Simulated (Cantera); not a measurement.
A perfectly stirred reactor is fed with 29.4 % C2H6, 70.6 % N2, at 5.10 Torr; it is held at 1350 K, and followed from long to short residence time.

Detailed kinetics in Cantera: GRI-Mech 3.0 (53 species, 325 reactions). GRI-Mech 3.0 stops at C3 and has no aromatics, soot or wall deposition, so with more carbon than oxygen in the feed, carbon stays in small species such as C2H2 where larger ones or solid carbon would form. Radical loss at walls, strong at low pressure, is not modelled.

Problem. Predict: x(C2H6) at τ = 14.0 s; x(CH2) at τ = 14.0 s; x(HCN) at τ = 14.0 s; x(CH4) at τ = 14.0 s; x(C2H) at τ = 14.0 s; x(C2H6) at τ = 85.0 ms; x(CH2) at τ = 85.0 ms; x(HCN) at τ = 85.0 ms; x(CH4) at τ = 85.0 ms; x(C2H) at τ = 85.0 ms.

Solution. 
| Property | Result |
|---|---|
| x(C2H6) at τ = 14.0 s | 0.000567 |
| x(CH2) at τ = 14.0 s | 3.62e-8 |
| x(HCN) at τ = 14.0 s | 2.41e-8 |
| x(CH4) at τ = 14.0 s | 0.0589 |
| x(C2H) at τ = 14.0 s | 2.46e-8 |
| x(C2H6) at τ = 85.0 ms | 0.0520 |
| x(CH2) at τ = 85.0 ms | 6.32e-7 |
| x(HCN) at τ = 85.0 ms | 6.64e-9 |
| x(CH4) at τ = 85.0 ms | 0.0897 |
| x(C2H) at τ = 85.0 ms | 2.12e-8 |
